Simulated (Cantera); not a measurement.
Input (Python, Cantera) and output of one run.

```python
import numpy as np
import cantera as ct

gas_names = """
    CL CL2 H HCL H2 Si SiCL SiCL2 SiCL3 SiCL4 SiH SiHCL3 SiH2 SiH2CL2 SiH3 SiH3CL SiH4 Si2 Si3
""".split()
cond_names = """
    Si(cr) Si(L)
""".split()


# ... load() reads the species with a 1 bar reference pressure and builds the phases ...
atoms = {
    'Si': {'Si': 1},
    'HCl': {'H': 1, 'CL': 1},
    'H2': {'H': 2},
}
top_T = {}  # K; cautious upper limits of use, not melting points


# ... equilibrate(T, P, feed) seeds the gas with the atoms and calls Mixture.equilibrate('TP', solver="vcs", rtol=1e-11, max_steps=5000) ...
results = []
feed = {'Si': 1, 'HCl': 4.3, 'H2': 3.6}  # mol
T = 673  # K
P = 24000  # Pa
mix = equilibrate(T, P, feed)
results.append((T, P, feed, dict(zip(mix.species_names, mix.species_moles))))
print(gas.report(threshold=1e-05))
for i in range(1, mix.n_phases):
    print(f"{mix.phase(i).name:16s} {mix.phase_moles(i):12.5e} mol")
```

Output:

```
       temperature   673 K
          pressure   24000 Pa
           density   0.11942 kg/m^3
  mean mol. weight   27.842 kg/kmol
   phase of matter   gas

                          1 kg             1 kmol
                     ---------------   ---------------
          enthalpy       -3.0633e+06       -8.5289e+07  J
   internal energy       -3.2643e+06       -9.0885e+07  J
           entropy            7572.9        2.1085e+05  J/K
    Gibbs function       -8.1598e+06       -2.2719e+08  J
 heat capacity c_p            1440.5             40108  J/K
 heat capacity c_v            1141.9             31793  J/K

                      mass frac. Y      mole frac. X     chem. pot. / RT
                     ---------------   ---------------   ---------------
               HCL          0.057376          0.043817           -44.434
                H2          0.058741           0.81126           -18.256
             SiCL4           0.88224           0.14459           -164.58
            SiHCL3         0.0016463        0.00033841           -138.41
     [  +15 minor]        2.9866e-07        7.3992e-08

Si(cr)            0.00000e+00 mol
```

Cantera equilibrium calculation (NASA polynomials, part measured and part estimated; ideal gas, pure solids and liquids).
